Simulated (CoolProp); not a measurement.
Model: reference Helmholtz-energy equation of state, McLinden 2015, in CoolProp.

Problem. For the fluoroketone C6F12O (FK-5-1-12), give the phase and the cp (kJ/(kg K)), cv (kJ/(kg K)), speed of sound (m/s) at 480.1 K and 175 kPa; 480.1 K and 1400 kPa.

Solution. 
- 480.1 K and 175 kPa: gas; cp 1.05, cv 1.02, speed of sound 111
- 480.1 K and 1400 kPa: gas; cp 1.13, cv 1.04, speed of sound 90.7
